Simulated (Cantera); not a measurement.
Formation from one mole of O2

Source: NASA polynomial tables (part measured, part estimated), evaluated in Cantera. Values are per mole of reaction as written; species without (g) are pure solids or liquids, kept so even where they would boil at 1 bar.

1.333 Fe + O2(g) → 0.6667 Fe2O3

```json
[
 {"T (K)": "750", "ΔH° (kJ)": "-542.6", "ΔS° (J/K)": "-168.9", "ΔG° (kJ)": "-415.9", "log10 K": "28.97", "condensed phases": "Fe(α), Fe2O3(s)"},
 {"T (K)": "825", "ΔH° (kJ)": "-540.8", "ΔS° (J/K)": "-166.6", "ΔG° (kJ)": "-403.3", "log10 K": "25.54", "condensed phases": "Fe(α), Fe2O3(s)"},
 {"T (K)": "900", "ΔH° (kJ)": "-539.1", "ΔS° (J/K)": "-164.7", "ΔG° (kJ)": "-390.9", "log10 K": "22.69", "condensed phases": "Fe(α), Fe2O3(s)"},
 {"T (K)": "975", "ΔH° (kJ)": "-538.3", "ΔS° (J/K)": "-163.8", "ΔG° (kJ)": "-378.6", "log10 K": "20.28", "condensed phases": "Fe(α), Fe2O3(s)"},
 {"T (K)": "1050", "ΔH° (kJ)": "-539.6", "ΔS° (J/K)": "-165.1", "ΔG° (kJ)": "-366.3", "log10 K": "18.22", "condensed phases": "Fe(α), Fe2O3(s)"},
 {"T (K)": "1125", "ΔH° (kJ)": "-540.3", "ΔS° (J/K)": "-165.7", "ΔG° (kJ)": "-353.9", "log10 K": "16.43", "condensed phases": "Fe(α), Fe2O3(s)"},
 {"T (K)": "1200", "ΔH° (kJ)": "-540.6", "ΔS° (J/K)": "-166.0", "ΔG° (kJ)": "-341.5", "log10 K": "14.86", "condensed phases": "Fe(γ), Fe2O3(s)"},
 {"T (K)": "1275", "ΔH° (kJ)": "-539.6", "ΔS° (J/K)": "-165.1", "ΔG° (kJ)": "-329.0", "log10 K": "13.48", "condensed phases": "Fe(γ), Fe2O3(s)"},
 {"T (K)": "1350", "ΔH° (kJ)": "-538.6", "ΔS° (J/K)": "-164.4", "ΔG° (kJ)": "-316.7", "log10 K": "12.25", "condensed phases": "Fe(γ), Fe2O3(s)"}
]
```

2 Ti + O2(g) → 2 TiO(g)

| T (K) | ΔH° (kJ) | ΔS° (J/K) | ΔG° (kJ) | log10 K | condensed phases |
|---|---|---|---|---|---|
| 750 | 101.5 | 185.7 | -37.8 | 2.63 | Ti(α) |
| 825 | 100.0 | 183.9 | -51.7 | 3.27 | Ti(α) |
| 900 | 98.4 | 182.0 | -65.4 | 3.79 | Ti(α) |
| 975 | 96.7 | 180.2 | -79.0 | 4.23 | Ti(α) |
| 1050 | 94.8 | 178.3 | -92.4 | 4.60 | Ti(α) |
| 1125 | 92.1 | 175.8 | -105.7 | 4.91 | Ti(α) |
| 1200 | 82.3 | 167.3 | -118.5 | 5.16 | Ti(β) |
| 1275 | 81.0 | 166.3 | -131.0 | 5.37 | Ti(β) |
| 1350 | 79.5 | 165.1 | -143.4 | 5.55 | Ti(β) |

Zr + O2(g) → ZrO2

```json
[
 {"T (K)": "750", "ΔH° (kJ)": "-1093.3", "ΔS° (J/K)": "-185.8", "ΔG° (kJ)": "-954.0", "log10 K": "66.44", "condensed phases": "Zr(α), ZrO2(monoclinic)"},
 {"T (K)": "825", "ΔH° (kJ)": "-1092.5", "ΔS° (J/K)": "-184.8", "ΔG° (kJ)": "-940.1", "log10 K": "59.52", "condensed phases": "Zr(α), ZrO2(monoclinic)"},
 {"T (K)": "900", "ΔH° (kJ)": "-1091.8", "ΔS° (J/K)": "-183.9", "ΔG° (kJ)": "-926.3", "log10 K": "53.76", "condensed phases": "Zr(α), ZrO2(monoclinic)"},
 {"T (K)": "975", "ΔH° (kJ)": "-1091.0", "ΔS° (J/K)": "-183.1", "ΔG° (kJ)": "-912.5", "log10 K": "48.89", "condensed phases": "Zr(α), ZrO2(monoclinic)"},
 {"T (K)": "1050", "ΔH° (kJ)": "-1090.3", "ΔS° (J/K)": "-182.3", "ΔG° (kJ)": "-898.8", "log10 K": "44.71", "condensed phases": "Zr(α), ZrO2(monoclinic)"},
 {"T (K)": "1125", "ΔH° (kJ)": "-1089.6", "ΔS° (J/K)": "-181.7", "ΔG° (kJ)": "-885.1", "log10 K": "41.10", "condensed phases": "Zr(α), ZrO2(monoclinic)"},
 {"T (K)": "1200", "ΔH° (kJ)": "-1092.6", "ΔS° (J/K)": "-184.4", "ΔG° (kJ)": "-871.3", "log10 K": "37.93", "condensed phases": "Zr(β), ZrO2(monoclinic)"},
 {"T (K)": "1275", "ΔH° (kJ)": "-1091.6", "ΔS° (J/K)": "-183.6", "ΔG° (kJ)": "-857.5", "log10 K": "35.13", "condensed phases": "Zr(β), ZrO2(monoclinic)"},
 {"T (K)": "1350", "ΔH° (kJ)": "-1090.5", "ΔS° (J/K)": "-182.8", "ΔG° (kJ)": "-843.8", "log10 K": "32.65", "condensed phases": "Zr(β), ZrO2(monoclinic)"}
]
```
